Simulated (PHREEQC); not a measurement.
Solution (89 °C): 0.02 mol Cu(BF4)2, 0.1 mol H2SO4 and 0.0091 mol H3BO3 per kg of water. Closed to the air; pH follows from the charge balance.

The numbers come from PHREEQC with the ion-association model, wateq4f.dat.

No solid was allowed to form.

Q: Order these B species by the share of B that they hold, largest first: BF2(OH)2-, BF3OH-, BF4-, H3BO3.

A: BF4- (64 %), H3BO3 (32 %), BF3OH- (3.0 %), BF2(OH)2- (1.3 %)

The pH is 1.10 and the ionic strength 0.160 mol/kgw. Constants without temperature data keep their 25 °C values here. Real BF4- forms and hydrolyses slowly; the run takes it at equilibrium.
